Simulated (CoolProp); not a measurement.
n-octane along the isotherm 238.25 °C: Z from the reference equation and from simpler models built on Tc = 295.6 °C, pc = 2.484 MPa, ω = 0.398; each cubic takes its own stable root.

The numbers come from the reference Helmholtz-energy equation of state, Beckmüller 2019 in CoolProp.

```
p (MPa)   phase  reference  van der Waals  Redlich-Kwong  Soave-Redlich-Kwong
-------  ------  ---------  -------------  -------------  -------------------
0.103       gas     0.9777         0.9839         0.9806               0.9792
0.207       gas     0.9545         0.9672         0.9604               0.9576
0.31        gas     0.9305         0.9501         0.9398               0.9354
0.414       gas     0.9053         0.9322            [?]                  [?]
0.517       gas     0.8792         0.9138         0.8962               0.8880
0.621       gas        [?]         0.8946         0.8730               0.8625
0.724       gas     0.8222         0.8747         0.8489               0.8359
0.828       gas     0.7906            [?]            [?]                  [?]
0.931       gas     0.7566         0.8317         0.7965               0.7771
1.03        gas     0.7206         0.8093         0.7690               0.7454
1.14     liquid        [?]         0.7828         0.7359                  [?]
1.24     liquid    0.06974         0.7567         0.7027              0.08543
```

**Question.** What belongs in the gaps?

**Answer.** 
- 0.414, Redlich-Kwong: 0.9183
- 0.414, Soave-Redlich-Kwong: 0.9121
- 0.621, reference: 0.8514
- 0.828, van der Waals: 0.8536
- 0.828, Redlich-Kwong: 0.8233
- 0.828, Soave-Redlich-Kwong: 0.8074
- 1.14, reference: 0.06425
- 1.14, Soave-Redlich-Kwong: 0.07888

At some of these states van der Waals, Redlich-Kwong gives the other phase, because its saturation line lies elsewhere.
